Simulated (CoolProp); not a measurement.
Saturation properties of n-octane (Tc = 295.6 °C, pc = 2.484 MPa, ω = 0.398).

Model: reference Helmholtz-energy equation of state, Beckmüller 2019, in CoolProp.

```csv
T (°C),p (MPa),liquid density (kg/m³),enthalpy of vaporisation (kJ/kg),vapour Z,liquid viscosity (µPa s),liquid conductivity (mW/(m K))
174.55,0.3318,561.0,264.3,0.8717,139,84.8
179.05,0.3646,555.9,260.4,0.8630,134,83.7
183.55,0.3999,550.7,256.4,0.8539,130,82.7
187.95,0.4369,545.6,252.4,0.8446,126,81.7
192.45,0.4773,540.2,248.2,0.8347,121,80.7
196.85,0.5195,534.8,244.0,0.8246,117,79.7
201.35,0.5655,529.1,239.6,0.8138,113,78.7
205.75,0.6134,523.5,235.1,0.8027,109,77.7
210.25,0.6656,517.5,230.4,0.7910,106,76.7
214.65,0.7198,511.5,225.6,0.7790,102,75.8
219.15,0.7786,505.2,220.5,0.7662,98.3,74.8
```

It boils at 125.6 °C under 1 atm.

Viscosity comes from a separate model (Huber 2004). Thermal conductivity comes from a separate model (Huber 2005).
